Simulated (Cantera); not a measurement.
A closed system holds: 1 mol Fe, 0.052 mol Cl₂, 0.076 mol H₂, equilibrated at 13.3 mbar.

Equilibrium computed with Cantera from the NASA thermochemical tables; the gas is ideal and each condensed phase is pure. Candidate condensed phases: Fe, FeCl₂, FeCl₃; 11 gas species. Kinetics and transport are ignored.

### Question
Which condensed phases are stable at each of these points (T (K)): 798, 873, 948, 1023, 1098, 1173, 1248, 1323, 1398, 1473, 1548, 1623, 1698, 1773?

### Answer
| T (K) | condensed phases | Fe condensed (%) |
|---|---|---|
| 798 | Fe(α) + FeCl₂(s) | 99.9 |
| 873 | Fe(α) + FeCl₂(s) | 98.8 |
| 948 | Fe(α) | 98.3 |
| 1023 | Fe(α) | 98.0 |
| 1098 | Fe(α) | 97.8 |
| 1173 | Fe(α) | 97.6 |
| 1248 | Fe(γ) | 97.5 |
| 1323 | Fe(γ) | 97.3 |
| 1398 | Fe(γ) | 97.2 |
| 1473 | Fe(γ) | 97.1 |
| 1548 | Fe(γ) | 97.0 |
| 1623 | Fe(γ) | 96.9 |
| 1698 | Fe(δ) | 96.9 |
| 1773 | Fe(δ) | 96.8 |

From 798 K to 873 K the condensed part is Fe(α) + FeCl₂(s). From 948 K to 1173 K the condensed part is Fe(α). From 1248 K to 1623 K the condensed part is Fe(γ). From 1698 K to 1773 K the condensed part is Fe(δ).
